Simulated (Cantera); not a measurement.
**Premixed flame**

A freely propagating, adiabatic, planar premixed flame of 48.5 % H₂, 9.70 % O₂, 36.5 % N₂, 5.33 % H₂O, unburnt at 400 K and 1.00 atm; unity-Lewis-number transport, grid criteria slope 0.08 and curve 0.16, no radiation.

Detailed kinetics in Cantera: the H2/O2 subset of GRI-Mech 3.0, which has no nitrogen chemistry. Unity Lewis numbers drop preferential diffusion, which matters most where H2 and H carry the flame. Burning velocities carry a grid error of a few per cent, more on coarse grids.

| z (mm) | T (K) | u (m/s) | x H₂ | x O₂ | x H₂O | x O | x H | x HO₂ |
|---|---|---|---|---|---|---|---|---|
| -1.11 | 400 | 2.20 | 0.485 | 0.0970 | 0.0533 | <1e-8 | <1e-8 | 1.10e-8 |
| -0.743 | 400 | 2.21 | 0.485 | 0.0970 | 0.0534 | <1e-8 | <1e-8 | 2.06e-7 |
| -0.557 | 401 | 2.21 | 0.485 | 0.0969 | 0.0535 | <1e-8 | <1e-8 | 1.53e-6 |
| -0.371 | 406 | 2.24 | 0.484 | 0.0967 | 0.0541 | 9.49e-8 | <1e-8 | 1.12e-5 |
| -0.186 | 518 | 2.83 | 0.474 | 0.0902 | 0.0683 | 8.90e-6 | 2.68e-5 | 0.000225 |
| -0.0928 | 805 | 4.33 | 0.442 | 0.0721 | 0.109 | 0.000125 | 0.00300 | 0.000189 |
| 0 | 1150 | 6.05 | 0.376 | 0.0409 | 0.176 | 0.000721 | 0.0231 | 6.24e-5 |
| 0.0928 | 1371 | 7.11 | 0.316 | 0.0144 | 0.232 | 0.000885 | 0.0481 | 1.81e-5 |
| 0.186 | 1484 | 7.63 | 0.293 | 0.00387 | 0.255 | 0.000494 | 0.0546 | 4.43e-6 |
| 0.371 | 1589 | 8.11 | 0.293 | 0.000365 | 0.265 | 0.000227 | 0.0463 | 3.92e-7 |
| 0.743 | 1680 | 8.51 | 0.301 | 5.37e-5 | 0.268 | 0.000123 | 0.0325 | 6.82e-8 |
| 1.49 | 1753 | 8.82 | 0.309 | 2.32e-5 | 0.270 | 5.82e-5 | 0.0210 | 3.29e-8 |
| 2.97 | 1805 | 9.05 | 0.314 | 9.16e-6 | 0.271 | 2.33e-5 | 0.0128 | 1.46e-8 |
x: mole fraction of selected species; z is measured from the peak of heat release.

* **laminar burning velocity**: 220 cm/s
* **thermal thickness**: 0.371 mm
* **peak x(O)**: 0.000960
* **peak x(H)**: 0.0547
* **peak x(HO₂)**: 0.000290
* **grid points**: 101
